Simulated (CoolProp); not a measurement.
Octamethylcyclotetrasiloxane (D4) along the isobar 0.64 MPa: fugacity coefficient from the reference equation and from simpler models built on Tc = 313.4 °C, pc = 1.347 MPa, ω = 0.598; each cubic takes its own stable root.

The numbers come from the reference Helmholtz-energy equation of state, Thol 2015 in CoolProp.

```
T (°C)   phase  reference  van der Waals  Redlich-Kwong  Soave-Redlich-Kwong  Peng-Robinson
------  ------  ---------  -------------  -------------  -------------------  -------------
207.25  liquid     0.3052         0.7230         0.5223               0.3119         0.3063
217.25  liquid     0.3675         0.7759         0.5862               0.3762         0.3688
227.25  liquid     0.4371         0.7928         0.6529               0.4481         0.4386
237.15  liquid     0.5132         0.8026            [?]               0.5266         0.5147
247.15  liquid     0.5969         0.8118         0.7759               0.6127         0.5983
257.15  liquid     0.6870         0.8205         0.7882               0.7050         0.6879
277.05     gas     0.7897            [?]         0.8099               0.7968         0.7820
287.05     gas     0.8042         0.8431         0.8196               0.8106         0.7958
296.95     gas     0.8172         0.8498         0.8286               0.8233         0.8084
306.95     gas     0.8293         0.8561         0.8371               0.8351         0.8203
316.95     gas     0.8404         0.8620            [?]               0.8461         0.8313
326.95     gas     0.8505         0.8676         0.8525               0.8563         0.8416
336.85     gas     0.8599         0.8729         0.8594               0.8657         0.8511
346.85     gas     0.8686         0.8779         0.8660               0.8746         0.8601
```

Task: Fill in the missing entries.

Result: 
- 237.15, Redlich-Kwong: 0.7213
- 277.05, van der Waals: 0.8360
- 316.95, Redlich-Kwong: 0.8450

At some of these states van der Waals, Redlich-Kwong gives the other phase, because its saturation line lies elsewhere.
